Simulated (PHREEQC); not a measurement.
Solution (25 °C): 0.82 mol/kgw K2CO3 and 0.0114 mol/kgw K2SO4. Closed to the air; pH follows from the charge balance.

Model: Pitzer model, pitzer.dat, run in PHREEQC.

This is a speciation only: nothing precipitates in the calculation.

Problem. Predict the pH, density, osmotic coefficient.

Solution. pH 11.82; density 1.089 g/cm³; osmotic coefficient 0.803.

Species that the database lacks are ignored. In brines, pH and single-ion activities rest on the MacInnes convention.
